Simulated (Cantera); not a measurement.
An adiabatic, constant-pressure homogeneous reactor starts with CO : H2 : O2 : N2 = 1 : 0.032 : 0.272 : 1.02 (molar parts), equivalence ratio 1.9, at 1650 K and 1.01 bar. Integrator tolerance rtol = 1e-08.

Model: GRI-Mech 3.0 (53 species, 325 reactions), integrated in Cantera.

**Question.** What does this change do: 0.1 parts H2O added?

**Answer.** 
| quantity | before | after |
|---|---|---|
| time of steepest temperature rise | 38.6 µs | 35.4 µs |
| temperature at 0.300 s | 2869 K | 2814 K |
| equilibrium temperature | 2869 K | 2814 K |
| x(CO) at 0.300 s | 0.282 (gas-phase equilibrium 0.282) | 0.256 (gas-phase equilibrium 0.256) |
| x(H2) at 0.300 s | 0.00172 (gas-phase equilibrium 0.00172) | 0.00795 (gas-phase equilibrium 0.00795) |
| x(O2) at 0.300 s | 0.0178 (gas-phase equilibrium 0.0178) | 0.0146 (gas-phase equilibrium 0.0146) |
| x(OH) at 0.300 s | 0.00606 (gas-phase equilibrium 0.00606) | 0.0114 (gas-phase equilibrium 0.0114) |
| x(H2O) at 0.300 s | 0.00811 (gas-phase equilibrium 0.00811) | 0.0417 (gas-phase equilibrium 0.0417) |
| x(NO) at 0.300 s | 0.00916 (gas-phase equilibrium 0.00916) | 0.00752 (gas-phase equilibrium 0.00752) |

**Question.** What does this change do: CO 1 to 0.35 parts?

**Answer.** 
| quantity | before | after |
|---|---|---|
| time of steepest temperature rise | 38.6 µs | 39.9 µs |
| temperature at 0.300 s | 2869 K | 2725 K |
| equilibrium temperature | 2869 K | 2725 K |
| x(CO) at 0.300 s | 0.282 (gas-phase equilibrium 0.282) | 0.0662 (gas-phase equilibrium 0.0662) |
| x(H2) at 0.300 s | 0.00172 (gas-phase equilibrium 0.00172) | 0.000904 (gas-phase equilibrium 0.000904) |
| x(O2) at 0.300 s | 0.0178 (gas-phase equilibrium 0.0178) | 0.0703 (gas-phase equilibrium 0.0703) |
| x(OH) at 0.300 s | 0.00606 (gas-phase equilibrium 0.00606) | 0.00806 (gas-phase equilibrium 0.00806) |
| x(H2O) at 0.300 s | 0.00811 (gas-phase equilibrium 0.00811) | 0.0148 (gas-phase equilibrium 0.0148) |
| x(NO) at 0.300 s | 0.00916 (gas-phase equilibrium 0.00916) | 0.0174 (gas-phase equilibrium 0.0174) |
